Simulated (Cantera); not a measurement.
A Cantera script and what it prints.

```python
import numpy as np
import cantera as ct

gas_names = """
    H HO2 H2 H2O H2O2 O OH O2 O3 Pb PbO Pb2
""".split()
cond_names = """
    H2O(s) H2O(L) Pb(cr) Pb(L) PbO(rd) PbO(yw) PbO(L) PbO2(s) Pb3O4(s)
""".split()


# ... load() reads the species with a 1 bar reference pressure and builds the phases ...
atoms = {
    'Pb': {'Pb': 1},
    'O2': {'O': 2},
    'H2': {'H': 2},
}
top_T = {'Pb3O4(s)': 820}  # K; cautious upper limits of use, not melting points


# ... equilibrate(T, P, feed) seeds the gas with the atoms and calls Mixture.equilibrate('TP', solver="vcs", rtol=1e-11, max_steps=5000) ...
results = []
feed = {'Pb': 1, 'O2': 0.0096, 'H2': 73}  # mol
P = 100000  # Pa
for T in [948, 998, 1048, 1098, 1148, 1198, 1248, 1298, 1348, 1398, 1448, 1498, 1548]:
    mix = equilibrate(T, P, feed)
    results.append((T, P, feed, dict(zip(mix.species_names, mix.species_moles))))

top = {s: max(r[3][s] / sum(r[3][g] for g in gas_names) for r in results) for s in gas_names}
cols = sorted((s for s in top if top[s] > 1e-05), key=lambda s: -top[s])[:9]
seen = [c for c in cond_names if any(r[3].get(c, 0) > 1e-12 for r in results)]
print("log10 of partial pressures in bar; condensed amounts in mol")
print(f"{'T/K':>10s}" + "".join(f"{s[:9]:>10s}" for s in cols + seen))
for T, P, feed, n in results:
    ng = sum(n[g] for g in gas_names)
    print(f"{T:10.4g}" + "".join(f"{np.log10(max(n[s] / ng * P / 1e5, 1e-99)):10.3f}" for s in cols)
          + "".join(f"{n.get(c, 0):10.4g}" for c in seen))
```

Output:

```
log10 of partial pressures in bar; condensed amounts in mol
       T/K        H2        Pb       H2O         H     Pb(L)
       948    -0.000    -5.320    -3.580    -9.280    0.9997
       998    -0.000    -4.810    -3.580    -8.667    0.9989
      1048    -0.000    -4.350    -3.580    -8.112    0.9967
      1098    -0.000    -3.933    -3.580    -7.607    0.9915
      1148    -0.000    -3.553    -3.580    -7.145    0.9795
      1198    -0.000    -3.205    -3.580    -6.721    0.9544
      1248    -0.001    -2.886    -3.581    -6.331     0.905
      1298    -0.001    -2.592    -3.581    -5.971    0.8128
      1348    -0.002    -2.321    -3.582    -5.637    0.6495
      1398    -0.004    -2.069    -3.584    -5.327    0.3723
      1448    -0.006    -1.869    -3.586    -5.038         0
      1498    -0.006    -1.869    -3.586    -4.768         0
      1548    -0.006    -1.869    -3.586    -4.515         0
```

Equilibrium computed with Cantera from the NASA thermochemical tables; the gas is ideal and each condensed phase is pure.
